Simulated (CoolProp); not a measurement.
Computed with CoolProp (reference Helmholtz-energy equation of state, Bücker 2006).

Problem. For n-butane, give the phase and the density (kg/m³), Joule-Thomson coefficient (K/MPa), isothermal compressibility (1/MPa), Prandtl number at 173.1 K and 2.2 MPa; 191 K and 2.2 MPa.

Solution. 
- 173.1 K and 2.2 MPa: liquid; density 701, Joule-Thomson coefficient -0.547, isothermal compressibility 0.000771, Prandtl number 9.98
- 191 K and 2.2 MPa: liquid; density 684, Joule-Thomson coefficient -0.530, isothermal compressibility 0.000904, Prandtl number 7.70

Viscosity comes from a separate model (Vogel 1999). Thermal conductivity comes from a separate model (Perkins 2002).
